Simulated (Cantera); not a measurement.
**N2O furnace oxynitridation**

An isothermal, constant-pressure homogeneous reactor starts with 39.8 % N₂O, 59.7 % O₂, 0.517 % H₂O, at 1400 K and 0.0671 atm.

Computed with Cantera and GRI-Mech 3.0 (53 species, 325 reactions). GRI-Mech 3.0 was tuned for natural gas; its chemistry of N2O as a main component is partial and can be far from experiment. The temperature is held fixed by assumption; the heat of reaction is taken as removed at once.

| t (s) | x N₂O | x O₂ | x N₂ | x NO₂ | x NO |
|---|---|---|---|---|---|
| 0.000400 | 0.398 | 0.597 | 0.000136 | 4.92e-10 | 2.41e-5 |
| 0.00114 | 0.397 | 0.597 | 0.000425 | 3.33e-8 | 8.58e-5 |
| 0.00325 | 0.396 | 0.597 | 0.00125 | 1.42e-6 | 0.000261 |
| 0.00928 | 0.393 | 0.597 | 0.00362 | 1.70e-5 | 0.000743 |
| 0.0265 | 0.384 | 0.598 | 0.0103 | 6.78e-5 | 0.00208 |
| 0.0755 | 0.361 | 0.600 | 0.0283 | 0.000128 | 0.00571 |
| 0.215 | 0.302 | 0.606 | 0.0728 | 0.000143 | 0.0147 |
| 0.615 | 0.186 | 0.616 | 0.161 | 0.000115 | 0.0324 |
| 1.75 | 0.0521 | 0.629 | 0.262 | 7.47e-5 | 0.0523 |
| 5.00 | 0.00287 | 0.634 | 0.300 | 9.76e-5 | 0.0585 |
x: mole fraction; the columns are a selection and need not sum to one.

Equilibrium at this temperature and pressure: N₂O 9.01e-9, O₂ 0.663, N₂ 0.331, NO₂ 2.88e-6, NO 0.000839 (gas phase only).
